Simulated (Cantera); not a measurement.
Charge: 1 mol CaO, 12 mol HBr, a varied amount of H2, equilibrated at 1325 K and 10.0 mbar.

Cantera equilibrium calculation (NASA polynomials, part measured and part estimated; ideal gas, pure solids and liquids). Candidate condensed phases: Br2, Ca, CaBr2, CaO, Ca(OH)2, H2O; 19 gas species. Equilibrium is a limit: real reactors are often held back by kinetics, nucleation or transport.

### Question
Which condensed phases are stable at each of these points (n(H2) (mol)): 1, 2.1, 3.1, 4.2, 5.2, 6.3, 7.3, 8.3, 9.4?

### Answer
| n(H2) (mol) | condensed phases | Ca condensed (%) |
|---|---|---|
| 1 | CaBr2(l) | 14.4 |
| 2.1 | CaBr2(l) | 6.7 |
| 3.1 | gas only | 0.0 |
| 4.2 | gas only | 0.0 |
| 5.2 | gas only | 0.0 |
| 6.3 | gas only | 0.0 |
| 7.3 | gas only | 0.0 |
| 8.3 | gas only | 0.0 |
| 9.4 | gas only | 0.0 |

From 1 mol H2 to 2.1 mol H2 the condensed part is CaBr2(l). From 3.1 mol H2 to 9.4 mol H2 nothing is condensed.
